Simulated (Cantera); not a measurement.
A Cantera script and what it prints.

```python
import numpy as np
import cantera as ct

gas_names = [...]  # 97 gases of nasa_gas.yaml made of Al, C, H, N
cond_names = """
    AL(cr) AL(L) ALN(s) C(gr) C6H6(L) C7H8(L) C8H18(L),n-octa
""".split()


# ... load() reads the species with a 1 bar reference pressure and builds the phases ...
atoms = {
    'Al(CH3)3': {'AL': 1, 'C': 3, 'H': 9},
    'N2': {'N': 2},
    'H2': {'H': 2},
}
top_T = {'ALN(s)': 2750, 'C(gr)': 4500}  # K; cautious upper limits of use, not melting points


# ... equilibrate(T, P, feed) seeds the gas with the atoms and calls Mixture.equilibrate('TP', solver="vcs", rtol=1e-11, max_steps=5000) ...
results = []
feed = {'Al(CH3)3': 1, 'N2': 46, 'H2': 25}  # mol
P = 100000  # Pa
for T in [898, 973, 1048, 1123, 1198, 1273, 1348, 1423, 1498, 1573, 1648, 1723, 1798, 1873]:
    mix = equilibrate(T, P, feed)
    results.append((T, P, feed, dict(zip(mix.species_names, mix.species_moles))))
    x = sorted(zip(gas.X, gas.species_names), reverse=True)
    print(f"T = {T:g} K  P = {P:g} Pa  gas = {mix.phase_moles(0):.4g} mol")
    print("   x: " + "  ".join(f"{s} {v:.3e}" for v, s in x if v > 1e-06))
    print("   condensed (mol): " + ("  ".join(f"{mix.phase(i).name} {mix.phase_moles(i):.4g}"
          for i in range(1, mix.n_phases) if mix.phase_moles(i) > 1e-12) or "none"))
```

Output:

```
T = 898 K  P = 100000 Pa  gas = 72.38 mol
   x: N2 6.285e-01  H2 3.353e-01  CH4 3.601e-02  NH3 1.895e-04
   condensed (mol): ALN(s) 1  C(gr) 0.3936
T = 973 K  P = 100000 Pa  gas = 73.72 mol
   x: N2 6.171e-01  H2 3.656e-01  CH4 1.718e-02  NH3 1.215e-04  HCN 1.580e-06
   condensed (mol): ALN(s) 1  C(gr) 1.733
T = 1048 K  P = 100000 Pa  gas = 74.37 mol
   x: N2 6.118e-01  H2 3.797e-01  CH4 8.418e-03  NH3 7.858e-05  HCN 5.207e-06
   condensed (mol): ALN(s) 1  C(gr) 2.374
T = 1123 K  P = 100000 Pa  gas = 74.67 mol
   x: N2 6.093e-01  H2 3.862e-01  CH4 4.378e-03  NH3 5.256e-05  HCN 1.452e-05
   condensed (mol): ALN(s) 1  C(gr) 2.672
T = 1198 K  P = 100000 Pa  gas = 74.82 mol
   x: N2 6.081e-01  H2 3.894e-01  CH4 2.431e-03  NH3 3.656e-05  HCN 3.547e-05
   condensed (mol): ALN(s) 1  C(gr) 2.815
T = 1273 K  P = 100000 Pa  gas = 74.89 mol
   x: N2 6.075e-01  H2 3.910e-01  CH4 1.436e-03  HCN 7.781e-05  NH3 2.639e-05
   condensed (mol): ALN(s) 1  C(gr) 2.887
T = 1348 K  P = 100000 Pa  gas = 74.93 mol
   x: N2 6.071e-01  H2 3.918e-01  CH4 8.955e-04  HCN 1.562e-04  NH3 1.970e-05  HNC 1.522e-06  H 1.448e-06
   condensed (mol): ALN(s) 1  C(gr) 2.921
T = 1423 K  P = 100000 Pa  gas = 74.96 mol
   x: N2 6.069e-01  H2 3.922e-01  CH4 5.859e-04  HCN 2.909e-04  NH3 1.513e-05  H 4.160e-06  HNC 3.773e-06  C2H2,acetylene 1.347e-06
   condensed (mol): ALN(s) 1  C(gr) 2.934
T = 1498 K  P = 100000 Pa  gas = 74.97 mol
   x: N2 6.066e-01  H2 3.924e-01  HCN 5.086e-04  CH4 3.996e-04  NH3 1.193e-05  H 1.076e-05  HNC 8.529e-06  C2H2,acetylene 3.458e-06
   condensed (mol): ALN(s) 1  C(gr) 2.931
T = 1573 K  P = 100000 Pa  gas = 74.98 mol
   x: N2 6.064e-01  H2 3.924e-01  HCN 8.424e-04  CH4 2.825e-04  H 2.547e-05  HNC 1.782e-05  NH3 9.612e-06  C2H2,acetylene 8.103e-06
   condensed (mol): ALN(s) 1  C(gr) 2.913
T = 1648 K  P = 100000 Pa  gas = 74.99 mol
   x: N2 6.061e-01  H2 3.923e-01  HCN 1.331e-03  CH4 2.061e-04  H 5.577e-05  HNC 3.479e-05  C2H2,acetylene 1.754e-05  NH3 7.893e-06
   condensed (mol): ALN(s) 1  C(gr) 2.879
T = 1723 K  P = 100000 Pa  gas = 74.99 mol
   x: N2 6.057e-01  H2 3.919e-01  HCN 2.021e-03  CH4 1.545e-04  H 1.142e-04  HNC 6.400e-05  C2H2,acetylene 3.547e-05  NH3 6.591e-06
   condensed (mol): ALN(s) 1  C(gr) 2.827
T = 1798 K  P = 100000 Pa  gas = 75 mol
   x: N2 6.051e-01  H2 3.914e-01  HCN 2.959e-03  H 2.203e-04  CH4 1.186e-04  HNC 1.118e-04  C2H2,acetylene 6.752e-05  NH3 5.582e-06  CH3 1.351e-06
   condensed (mol): ALN(s) 1  C(gr) 2.75
T = 1873 K  P = 100000 Pa  gas = 75.01 mol
   x: N2 6.044e-01  H2 3.906e-01  HCN 4.199e-03  H 4.034e-04  HNC 1.865e-04  C2H2,acetylene 1.219e-04  CH4 9.300e-05  NH3 4.787e-06  AL 2.009e-06  CH3 1.930e-06
   condensed (mol): ALN(s) 0.9998  C(gr) 2.645
```

Method: chemical equilibrium by Gibbs-energy minimisation in Cantera with the NASA 1993 tables (ideal gas, pure condensed phases). The feed counts by its element totals alone.
